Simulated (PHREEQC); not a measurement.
A solution holds 1.7 mmol/kgw H2S, 96 mmol/kgw HCl and 99 mmol/kgw ZnCl2, at 25 °C. Closed to the air; pH follows from the charge balance.

The numbers come from PHREEQC with the ion-association model, phreeqc.dat.

```
quantity                     before    after
--------------------------  -------  -------
pH                             1.13     0.15
ionic strength (mol/kgw)      0.356     1.14
Cl- (mol/kgw)                 0.274     1.04
Zn+2 (mol/kgw)               0.0818   0.0480
ZnCl+ (mol/kgw)              0.0146   0.0221
ZnCl2 (mol/kgw)             0.00175  0.00666
SI of Zn(OH)2(e) (Zn(OH)2)   -10.96   -13.34
```

Problem. Name the change that produced these shifts.
A) 0.0013 mol/kgw LiBr added
B) HCl from 0.096 to 0.96 mol/kgw
C) H2S left out
D) 0.0053 mol/kgw NaHCO3 added
E) HCl left out

Solution. B, HCl from 0.096 to 0.96 mol/kgw

No solid was allowed to form. The ionic strength passes 0.7 mol/kgw, the rough limit of the ion-association models, in after. Some of these states are supersaturated (in Sphalerite (slow to form), for instance).
